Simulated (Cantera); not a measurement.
# borazine + H2O + H2 (boron, boron nitride and boron oxide)

Input: 1 mol borazine, 0.081 mol H2O, 6.5 mol H2, held at 1.00 bar.

Equilibrium computed with Cantera from the NASA thermochemical tables; the gas is ideal and each condensed phase is pure. Candidate condensed phases: B, BN, B2O3, B3O3H3, H2O; 39 gas species. The feed counts by its element totals alone. Mutual solubility and eutectic melting of coexisting phases are not modelled. Gases not in the tables: H3BO3. The numbers say what is thermodynamically allowed, not how fast it happens.

From 750 °C to 1350 °C the condensed part is BN(s) + B2O3(l). At 1400 °C the condensed part is BN(s).

```json
[
 {"T (°C)": "750", "x H2": "0.996", "x HBO": "8.11e-9", "x N2": "0.00237", "x HBO2": "1.50e-6", "x H2O": "0.00128", "n BN(s)": "2.95", "n B2O3(l)": "0.0229"},
 {"T (°C)": "800", "x H2": "0.996", "x HBO": "4.02e-8", "x N2": "0.00238", "x HBO2": "3.84e-6", "x H2O": "0.00125", "n BN(s)": "2.95", "n B2O3(l)": "0.0229"},
 {"T (°C)": "850", "x H2": "0.996", "x HBO": "1.72e-7", "x N2": "0.00239", "x HBO2": "8.99e-6", "x H2O": "0.00123", "n BN(s)": "2.95", "n B2O3(l)": "0.0230"},
 {"T (°C)": "900", "x H2": "0.996", "x HBO": "6.50e-7", "x N2": "0.00240", "x HBO2": "1.95e-5", "x H2O": "0.00120", "n BN(s)": "2.95", "n B2O3(l)": "0.0230"},
 {"T (°C)": "950", "x H2": "0.996", "x HBO": "2.19e-6", "x N2": "0.00241", "x HBO2": "3.94e-5", "x H2O": "0.00118", "n BN(s)": "2.95", "n B2O3(l)": "0.0230"},
 {"T (°C)": "1000", "x H2": "0.996", "x HBO": "6.71e-6", "x N2": "0.00241", "x HBO2": "7.50e-5", "x H2O": "0.00115", "n BN(s)": "2.95", "n B2O3(l)": "0.0228"},
 {"T (°C)": "1050", "x H2": "0.996", "x HBO": "1.88e-5", "x N2": "0.00241", "x HBO2": "0.000135", "x H2O": "0.00113", "n BN(s)": "2.95", "n B2O3(l)": "0.0225"},
 {"T (°C)": "1100", "x H2": "0.996", "x HBO": "4.88e-5", "x N2": "0.00241", "x HBO2": "0.000234", "x H2O": "0.00110", "n BN(s)": "2.95", "n B2O3(l)": "0.0218"},
 {"T (°C)": "1150", "x H2": "0.996", "x HBO": "0.000118", "x N2": "0.00241", "x HBO2": "0.000386", "x H2O": "0.00108", "n BN(s)": "2.95", "n B2O3(l)": "0.0206"},
 {"T (°C)": "1200", "x H2": "0.996", "x HBO": "0.000269", "x N2": "0.00240", "x HBO2": "0.000616", "x H2O": "0.00105", "n BN(s)": "2.95", "n B2O3(l)": "0.0186"},
 {"T (°C)": "1250", "x H2": "0.995", "x HBO": "0.000578", "x N2": "0.00241", "x HBO2": "0.000950", "x H2O": "0.00103", "n BN(s)": "2.95", "n B2O3(l)": "0.0153"},
 {"T (°C)": "1300", "x H2": "0.994", "x HBO": "0.00118", "x N2": "0.00244", "x HBO2": "0.00142", "x H2O": "0.00101", "n BN(s)": "2.95", "n B2O3(l)": "0.00968"},
 {"T (°C)": "1350", "x H2": "0.992", "x HBO": "0.00229", "x N2": "0.00254", "x HBO2": "0.00209", "x H2O": "0.000999", "n BN(s)": "2.95", "n B2O3(l)": "0.000317"},
 {"T (°C)": "1400", "x H2": "0.991", "x HBO": "0.00322", "x N2": "0.00282", "x HBO2": "0.00176", "x H2O": "0.000775", "n BN(s)": "2.95", "n B2O3(l)": "0"}
]
```
x: gas mole fraction; n: condensed amount in mol.
